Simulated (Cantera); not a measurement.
**Reactions in the system H-I-O**

Source: NASA polynomial tables (part measured, part estimated), evaluated in Cantera. Values are per mole of reaction as written; species without (g) are pure solids or liquids, kept so even where they would boil at 1 bar.

H2O2(g) + 2 HI(g) ⇌ 2 H2O(g) + I2

| T (K) | ΔH° (kJ) | ΔS° (J/K) | ΔG° (kJ) | log10 K |
|---|---|---|---|---|
| 423 | -380.8 | -103.7 | -337.0 | 41.61 |
| 473 | -378.7 | -99.0 | -331.9 | 36.65 |
| 523 | -376.7 | -95.0 | -327.1 | 32.66 |
| 573 | -374.8 | -91.4 | -322.4 | 29.39 |

I2(g) + H2O2(g) ⇌ 2 HI(g) + O2(g)

```json
[
 {"T (K)": "423", "ΔH° (kJ)": "127.4", "ΔS° (J/K)": "125.4", "ΔG° (kJ)": "74.4", "log10 K": "-9.18"},
 {"T (K)": "473", "ΔH° (kJ)": "127.6", "ΔS° (J/K)": "125.8", "ΔG° (kJ)": "68.1", "log10 K": "-7.52"},
 {"T (K)": "523", "ΔH° (kJ)": "127.7", "ΔS° (J/K)": "126.1", "ΔG° (kJ)": "61.8", "log10 K": "-6.17"},
 {"T (K)": "573", "ΔH° (kJ)": "127.9", "ΔS° (J/K)": "126.3", "ΔG° (kJ)": "55.5", "log10 K": "-5.06"}
]
```

H2O2(g) ⇌ 2 OH(g)

```json
[
 {"T (K)": "423", "ΔH° (kJ)": "216.8", "ΔS° (J/K)": "138.1", "ΔG° (kJ)": "158.4", "log10 K": "-19.56"},
 {"T (K)": "473", "ΔH° (kJ)": "217.4", "ΔS° (J/K)": "139.3", "ΔG° (kJ)": "151.5", "log10 K": "-16.73"},
 {"T (K)": "523", "ΔH° (kJ)": "217.8", "ΔS° (J/K)": "140.2", "ΔG° (kJ)": "144.5", "log10 K": "-14.43"},
 {"T (K)": "573", "ΔH° (kJ)": "218.2", "ΔS° (J/K)": "140.9", "ΔG° (kJ)": "137.5", "log10 K": "-12.53"}
]
```

I2 + 2 H2O(g) ⇌ 2 OH(g) + 2 HI(g)

| T (K) | ΔH° (kJ) | ΔS° (J/K) | ΔG° (kJ) | log10 K |
|---|---|---|---|---|
| 423 | 597.7 | 241.8 | 495.4 | -61.17 |
| 473 | 596.1 | 238.3 | 483.4 | -53.38 |
| 523 | 594.5 | 235.2 | 471.5 | -47.09 |
| 573 | 592.9 | 232.3 | 459.8 | -41.92 |
